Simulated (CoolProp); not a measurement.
Vapour pressure (MPa) of n-pentane: the reference equation beside estimates from Tc = 469.7 K, pc = 3.368 MPa, ω = 0.251. Clausius-Clapeyron is anchored at 348.2 K with a constant enthalpy of vaporisation of 23.31 kJ/mol.

Values from CoolProp's reference Helmholtz-energy equation of state, Thol 2019.

```
T (K)  reference  Clausius-Clapeyron  Redlich-Kwong  Soave-Redlich-Kwong
-----  ---------  ------------------  -------------  -------------------
257      0.01110             0.01861        0.02442              0.01081
272.2    0.02342             0.03422        0.04742              0.02294
287.4    0.04507             0.05901        0.08447              0.04442
302.6    0.08041             0.09633         0.1402              0.07968
317.8     0.1346              0.1501         0.2195               0.1341
333       0.2137              0.2245         0.3275               0.2138
348.2     0.3242              0.3242         0.4693               0.3258
363.4     0.4734              0.4541         0.6497               0.4775
378.6     0.6690              0.6189         0.8735               0.6769
393.8     0.9194              0.8238          1.145               0.9325
409        1.233               1.073          1.470                1.253
424.2      1.621               1.372          1.851                1.648
439.4      2.095               1.725          2.292                2.126
454.6      2.669               2.135          2.798                2.697
```

Absolute difference from the reference over all 14 rows, mean and median: Clausius-Clapeyron 19.2 and 14.2 %, Redlich-Kwong 49.0 and 41.0 %, Soave-Redlich-Kwong 1.2 and 1.3 %.
